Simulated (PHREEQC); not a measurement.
1 kg of water holding 0.06 mol K2SO4, 0.03 mol KHCO3, 0.0073 mol KCl and 0.028 mol K2CO3 is evaporated at 30 °C; the solids stay in contact with the brine. CO2 from the air is kept out. Only these solids could form: Arcanite, Kalicinite, Misenite, Sylvite.

Computed with PHREEQC (Pitzer model, pitzer.dat).

```
water left (kg)  ionic strength  water activity  Arcanite (mol)
---------------  --------------  --------------  --------------
1                         0.301           0.995               0
0.6755                    0.446           0.993               0
0.4563                    0.660           0.990               0
0.3082                    0.977           0.985               0
0.2082                     1.45           0.978               0
0.1407                     2.14           0.968               0
0.09502                    2.52           0.961          0.0206
0.06418                    2.88           0.952          0.0387
0.04335                    3.54           0.938          0.0493
0.0293                     4.64           0.913          0.0551
0.01979                    6.43           0.873          0.0580
0.01337                    8.67           0.824          0.0593
0.009032                   11.4           0.758          0.0598
0.006096                   15.8           0.638          0.0600
```

Arcanite from water left = 0.1156 kg (pH 9.61); Kalicinite from water left = 0.01337 kg (pH 9.93); Sylvite from water left = 0.006096 kg (pH 11.17).
